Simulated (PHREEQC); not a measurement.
# Acid mine or pickling water: an equilibrium model

A made-up water analysis in mg/kgw, 25 °C, pH 4.17, pe 11.9: Na 101; K 1.94; Ca 90.9; Mg 12.9; Cl 107; S(6) as SO4 406; Sr 0.172.

Cl is adjusted to close the charge balance.
Valence states are taken as typed.

Computed with PHREEQC (ion-association model, wateq4f.dat).

No solid was allowed to form.

Task: What ionic strength does the model give?

Result: ionic strength 0.0146 mol/kgw.

Task: In which forms is Mg present?

Result: Mg+2 75 %, MgSO4 25 % of the Mg.
